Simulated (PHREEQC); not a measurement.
Consider water at 20 °C with 0.0225 mol/kgw Cu(BF4)2 and 0.02 mol/kgw NaCl. Closed to the air; pH follows from the charge balance.

Equilibrium calculation in PHREEQC: ion-association model, phreeqc.dat.

No solid was allowed to form.

Question: What pH does the model give?

Answer: pH 2.75.

Question: In which forms is B present?

Answer: BF4- 90 %, BF3OH- 5.7 %, H3BO3 2.7 %, BF2(OH)2- 1.2 % of the B.

Species that the database lacks are ignored. Real BF4- forms and hydrolyses slowly; the run takes it at equilibrium.
